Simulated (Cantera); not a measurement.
A closed system holds: 1 mol Al, 2.5 mol NH3, 92 mol H2, equilibrated at 1525 °C and 24.0 bar.

Equilibrium computed with Cantera from the NASA thermochemical tables; the gas is ideal and each condensed phase is pure. Candidate condensed phases: Al, AlN; 13 gas species. Equilibrium is a limit: real reactors are often held back by kinetics, nucleation or transport.

Base state: H2 0.992, N2 0.00774, H 7.17e-5, NH3 6.11e-5 (mole fractions); condensed: AlN(s).

### Question
What changes in the equilibrium state with this change: temperature from 1525 °C to 400 °C?

### Answer
```tsv
species	before	after
H2	0.992	0.986
NH3	6.11e-5	0.0126
N2	0.00774	0.00159
H	7.17e-5	<1e-9
AlN(s), mol	1.000	1.00
```
